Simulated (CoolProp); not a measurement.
Properties of normal hydrogen along the isotherm 34.8 K (Tc = 33.1 K, pc = 1.296 MPa, ω = -0.219).

Computed with CoolProp (reference Helmholtz-energy equation of state, Leachman 2009).

| p (MPa) | phase | Z | speed of sound (m/s) | Joule-Thomson coefficient (K/MPa) | viscosity (µPa s) | conductivity (mW/(m K)) |
|---|---|---|---|---|---|---|
| 0.194 | gas | 0.9560 | 480.7 | [?] | 1.77 | 28.5 |
| 0.389 | gas | 0.9086 | 471.8 | 8.185 | 1.79 | 30.3 |
| 0.583 | gas | 0.8576 | 462.4 | 8.185 | [?] | 32.3 |
| 0.778 | gas | 0.8013 | 452.4 | 8.149 | 1.88 | 34.6 |
| 0.972 | gas | 0.7380 | 441.7 | 8.049 | [?] | [?] |
| 1.17 | gas | 0.6614 | 429.9 | 7.810 | 2.07 | 41.9 |
| 1.36 | supercritical | 0.5662 | 417.6 | 7.262 | 2.27 | 49.8 |
| 1.56 | supercritical | [?] | [?] | 5.443 | [?] | 72.9 |
| 1.75 | supercritical | 0.3085 | 496.9 | [?] | 4.15 | 83.8 |
| 1.94 | supercritical | 0.3037 | 580.3 | 1.993 | 4.82 | 86.6 |

**Question.** Complete the blanks.

**Answer.** 
- 0.194, Joule-Thomson coefficient (K/MPa): 8.165
- 0.583, viscosity (µPa s): 1.83
- 0.972, viscosity (µPa s): 1.96
- 0.972, conductivity (mW/(m K)): 37.5
- 1.56, Z: 0.4074
- 1.56, speed of sound (m/s): 412.6
- 1.56, viscosity (µPa s): 2.89
- 1.75, Joule-Thomson coefficient (K/MPa): 2.988

Viscosity comes from a separate model (Muzny 2013). Thermal conductivity comes from a separate model (Assael 2011).
